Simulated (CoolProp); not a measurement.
Vapour-liquid equilibrium of n-hexane (1) + m-xylene (2) at 0.126 MPa; x and y are mole fractions of (1).

Computed with CoolProp (multi-fluid Helmholtz-energy mixture model, Thol 2019 and Zhou 2012; pair parameters Bell 2016).

**Question.** Give the bubble temperature and the first vapour's composition at x = 0.45, 0.55, 0.65. Is there an azeotrope?

**Answer.** x = 0.45: 368.1 K, y = 0.878; x = 0.55: 363.0 K, y = 0.913; x = 0.65: 359.1 K, y = 0.937. No azeotrope shows between x = 0.05 and 0.95.

Pair parameters are fitted to limited data, so mixtures are less certain than the pure fluids.
